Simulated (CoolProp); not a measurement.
Tetradecamethylhexasiloxane (MD4M) along the isotherm 346.85 °C: Z from the reference equation and from simpler models built on Tc = 380.0 °C, pc = 8.286 bar, ω = 0.800; each cubic takes its own stable root.

Values from CoolProp's reference Helmholtz-energy equation of state, Thol 2019.

| p (bar) | phase | reference | Pitzer virial | van der Waals | Redlich-Kwong | Peng-Robinson |
|---|---|---|---|---|---|---|
| 0.0131 | gas | 0.9992 | 0.9993 | 0.9995 | 0.9994 | 0.9993 |
| 0.0248 | gas | 0.9985 | 0.9986 | 0.9990 | 0.9988 | 0.9986 |
| 0.0471 | gas | 0.9972 | 0.9974 | 0.9981 | 0.9977 | 0.9974 |
| 0.0893 | gas | 0.9947 | 0.9951 | 0.9964 | 0.9957 | 0.9950 |
| 0.169 | gas | 0.9900 | 0.9906 | 0.9931 | 0.9919 | 0.9905 |
| 0.321 | gas | 0.9808 | 0.9822 | 0.9868 | 0.9845 | 0.9818 |
| 0.608 | gas | 0.9633 | 0.9663 | 0.9748 | [?] | 0.9653 |
| 1.15 | gas | 0.9289 | [?] | 0.9513 | 0.9429 | 0.9331 |
| 2.19 | gas | [?] | 0.8786 | 0.9030 | [?] | 0.8671 |
| 4.14 | gas | 0.6941 | 0.7706 | [?] | 0.7625 | [?] |

### Question
Some entries are withheld; supply them.

### Answer

- 0.608, Redlich-Kwong: 0.9704
- 1.15, Pitzer virial: 0.9363
- 2.19, reference: 0.8576
- 2.19, Redlich-Kwong: 0.8866
- 4.14, van der Waals: 0.7962
- 4.14, Peng-Robinson: 0.7189
